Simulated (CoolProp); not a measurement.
Vapour-liquid equilibrium of benzene (1) + n-dodecane (2) at 429.3 K; x and y are mole fractions of (1).

The numbers come from the multi-fluid Helmholtz-energy mixture model, Thol 2012 and Lemmon 2004; pair parameters Bell 2016 in CoolProp.

| x | bubble pressure, mixture model (MPa) | bubble pressure, Raoult's law (MPa) | y, mixture model | y, Raoult's law |
|---|---|---|---|---|
| 0.05 | 0.04170 | 0.05076 | 0.565 | 0.649 |
| 0.2 | 0.1253 | 0.1468 | 0.873 | 0.898 |
| 0.35 | 0.2201 | 0.2428 | 0.939 | 0.950 |
| 0.5 | 0.3170 | 0.3388 | 0.965 | 0.972 |
| 0.65 | 0.4141 | 0.4348 | 0.980 | 0.985 |
| 0.8 | 0.5145 | 0.5308 | 0.990 | 0.993 |
| 0.95 | 0.6219 | 0.6268 | 0.998 | 0.999 |

The largest gap from Raoult's law is -17.8 % in bubble pressure, at x = 0.05. No azeotrope shows between x = 0.05 and 0.95.

The pair parameters rest on a limited set of measurements; away from them the model extrapolates.
